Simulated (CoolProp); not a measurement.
Aqueous calcium chloride as a coolant, 11 % by mass, freezing at -6.7 °C, 1 atm.

The numbers come from the Melinder's fits for secondary coolants in CoolProp.

| T (°C) | conductivity (W/(m K)) | Prandtl number | viscosity (mPa s) | density (kg/m³) |
|---|---|---|---|---|
| -1.6 | 0.552 | 15.3 | 2.41 | 1098 |
| 7.4 | 0.566 | 11.5 | ? | 1096 |
| 16.4 | 0.580 | 8.91 | 1.46 | 1096 |
| 25.4 | 0.594 | 7.11 | 1.19 | ? |
| 34.4 | ? | 5.82 | ? | ? |

Problem. Fill in the missing entries.

Solution. 
- 7.4, viscosity (mPa s): 1.84
- 25.4, density (kg/m³): 1094
- 34.4, conductivity (W/(m K)): 0.608
- 34.4, viscosity (mPa s): 0.987
- 34.4, density (kg/m³): 1091
